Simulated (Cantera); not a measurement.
## Reactions in the system Cl-F-N-Si

Source: NASA polynomial tables (part measured, part estimated), evaluated in Cantera. Values are per mole of reaction as written; species without (g) are pure solids or liquids, kept so even where they would boil at 1 bar.

6 SiCl2(g) + 4 NF3(g) ⇌ Si3N4 + 3 SiCl4(g) + 12 F(g)

```json
[
 {"T (K)": "300", "ΔH° (kJ)": "-241.6", "ΔS° (J/K)": "280.4", "ΔG° (kJ)": "-325.7", "log10 K": "56.71"},
 {"T (K)": "973", "ΔH° (kJ)": "-188.8", "ΔS° (J/K)": "379.0", "ΔG° (kJ)": "-557.6", "log10 K": "29.93"},
 {"T (K)": "1023", "ΔH° (kJ)": "-185.5", "ΔS° (J/K)": "382.3", "ΔG° (kJ)": "-576.6", "log10 K": "29.44"},
 {"T (K)": "1073", "ΔH° (kJ)": "-182.2", "ΔS° (J/K)": "385.5", "ΔG° (kJ)": "-595.8", "log10 K": "29.00"},
 {"T (K)": "1123", "ΔH° (kJ)": "-178.8", "ΔS° (J/K)": "388.5", "ΔG° (kJ)": "-615.1", "log10 K": "28.61"},
 {"T (K)": "1173", "ΔH° (kJ)": "-175.4", "ΔS° (J/K)": "391.5", "ΔG° (kJ)": "-634.6", "log10 K": "28.26"},
 {"T (K)": "1223", "ΔH° (kJ)": "-172.0", "ΔS° (J/K)": "394.4", "ΔG° (kJ)": "-654.3", "log10 K": "27.94"},
 {"T (K)": "1273", "ΔH° (kJ)": "-168.6", "ΔS° (J/K)": "397.1", "ΔG° (kJ)": "-674.1", "log10 K": "27.66"},
 {"T (K)": "1323", "ΔH° (kJ)": "-165.1", "ΔS° (J/K)": "399.8", "ΔG° (kJ)": "-694.0", "log10 K": "27.40"},
 {"T (K)": "1373", "ΔH° (kJ)": "-161.6", "ΔS° (J/K)": "402.3", "ΔG° (kJ)": "-714.1", "log10 K": "27.16"}
]
```
